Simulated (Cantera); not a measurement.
Input: 1 mol Si, 6.5 mol HCl, 0.73 mol H2, held at 725 K and 1330 Pa.

Cantera equilibrium calculation (NASA polynomials, part measured and part estimated; ideal gas, pure solids and liquids). Candidate condensed phases: Si; 19 gas species. Kinetics and transport are ignored.

Q: What is the equilibrium state?

A: 
```json
{
  "x(H2)": "0.438",
  "x(HCl)": "0.401",
  "x(SiCl4)": "0.160",
  "x(SiHCl3)": "5.40e-5",
  "gas_amount": "6.230 mol",
  "log10 activity of Si(s) (absent)": "-10.35"
}
```
